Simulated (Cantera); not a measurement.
An isothermal, constant-pressure homogeneous reactor starts with 38.6 % H₂, 35.1 % O₂, 26.3 % N₂, at 898 K and 0.200 bar.

Model: GRI-Mech 3.0 (53 species, 325 reactions), integrated in Cantera. Below about 950 K walls govern HO2 and H2O2 in real vessels. The temperature is held fixed by assumption; the heat of reaction is taken as removed at once.

x: mole fraction; the columns are a selection and need not sum to one.

```csv
t (s),x H₂,x O₂,x H₂O,x O,x OH,x N₂O,x H
6.00e-6,0.386,0.351,<1e-12,<1e-12,<1e-12,<1e-12,5.04e-12
2.44e-5,0.386,0.351,6.52e-12,2.29e-12,<1e-12,<1e-12,2.17e-11
9.91e-5,0.386,0.351,2.05e-10,2.36e-11,6.04e-12,<1e-12,1.70e-10
0.000403,0.386,0.351,6.10e-8,4.21e-9,1.06e-9,<1e-12,[?]
0.00164,0.130,0.248,0.316,0.000291,0.000244,1.07e-9,[?]
0.00665,0.115,0.242,0.335,3.02e-8,1.66e-8,1.21e-9,8.58e-8
0.0270,0.115,0.242,0.335,3.20e-8,1.62e-8,1.21e-9,8.94e-8
0.110,0.115,0.242,0.336,5.22e-8,2.81e-8,1.22e-9,[?]
0.447,0.108,0.239,0.344,1.55e-7,1.05e-7,1.31e-9,[?]
1.82,0.0657,0.222,0.396,1.89e-7,1.58e-7,1.99e-9,[?]
7.38,0.00503,0.198,0.472,1.03e-7,1.83e-7,4.48e-9,[?]
30.0,0.000111,0.196,0.478,9.10e-10,2.47e-8,5.50e-9,1.17e-10
```

### Question
Complete the blanks.

### Answer

- 0.000403, x H: 2.93e-8
- 0.00164, x H: 0.00102
- 0.110, x H: 1.47e-7
- 0.447, x H: 4.43e-7
- 1.82, x H: 3.89e-7
- 7.38, x H: 3.81e-8
